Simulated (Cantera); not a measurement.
Input: 1 mol Si3N4, 11 mol H2, 35 mol N2, a varied amount of F2, held at 1673.15 K and 100000 Pa.

Method: chemical equilibrium by Gibbs-energy minimisation in Cantera with the NASA 1993 tables (ideal gas, pure condensed phases). Candidate condensed phases: Si, Si3N4; 37 gas species. The tables' values for SiF3, SiF2 are old estimates; treat these amounts as uncertain. The numbers say what is thermodynamically allowed, not how fast it happens.

log p: log10 of the partial pressure in bar; n: condensed amount in mol.

| n(F2) (mol) | log p N2 | log p HF | log p H2 | log p F | log p SiF4 | log p SiF3 | n Si3N4(s) |
|---|---|---|---|---|---|---|---|
| 2 | -0.13 | -2.26 | -0.64 | -9.96 | -1.80 | -2.45 | 0.667 |
| 2.6 | -0.13 | -2.24 | -0.65 | -9.93 | -1.68 | -2.36 | 0.564 |
| 3.3 | -0.13 | -2.21 | -0.66 | -9.90 | ___ | -2.28 | ___ |
| 4.2 | -0.13 | -2.19 | -0.66 | -9.88 | -1.46 | -2.20 | 0.289 |
| 5.4 | -0.14 | -2.17 | -0.67 | -9.85 | -1.36 | -2.12 | 0.0822 |
| 6.9 | -0.15 | ___ | -0.71 | ___ | -1.25 | -2.77 | 0 |
| 8.9 | -0.16 | -0.97 | -0.82 | -8.57 | -1.26 | -3.30 | 0 |
| 11 | -0.18 | -0.75 | -0.97 | -8.28 | -1.27 | -3.61 | 0 |
| 15 | -0.21 | -0.52 | -1.48 | -7.80 | -1.30 | -4.11 | 0 |
| 19 | -0.25 | -0.48 | <-12 | -1.22 | -1.34 | -10.74 | 0 |

**Question.** Complete the blanks.

**Answer.** 
- 3.3, log p SiF4: -1.57
- 3.3, n Si3N4(s): 0.443
- 6.9, log p HF: -1.43
- 6.9, log p F: -9.09
